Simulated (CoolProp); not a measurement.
Vapour-liquid equilibrium of R22 (1) + R11 (2) at 65.4 kPa; x and y are mole fractions of (1).

Computed with CoolProp (multi-fluid Helmholtz-energy mixture model, Kamei 1995 and Jacobsen 1992; pair parameters Bell 2016).

Give the bubble temperature and the first vapour's composition at x = 0.35, 0.75, 0.95. Is there an azeotrope?

x = 0.35: 238.2 K, y = 0.923; x = 0.75: 228.0 K, y = 0.978; x = 0.95: 224.3 K, y = 0.996. No azeotrope shows between x = 0.05 and 0.95.

Pair parameters are fitted to limited data, so mixtures are less certain than the pure fluids.
